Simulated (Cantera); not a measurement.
Charge: 1 mol Si, 0.38 mol H2, 2 mol Cl2, at 527 °C and 0.100 bar.

Equilibrium computed with Cantera from the NASA thermochemical tables; the gas is ideal and each condensed phase is pure. Candidate condensed phases: Si; 19 gas species. The tables' values for SiCl3 are old estimates; treat these amounts as uncertain. The numbers say what is thermodynamically allowed, not how fast it happens.

Question: What is the equilibrium state?

Answer: 
```
Property                              Value
--------------------------------  ---------
x(SiCl4)                              0.712
x(H2)                                 0.262
x(HCl)                               0.0130
x(SiHCl3)                            0.0129
x(SiCl3)                            5.53e-5
x(SiH2Cl2)                          1.90e-5
gas amount                        1.380 mol
log10 activity of Si(s) (absent)      -3.14
```
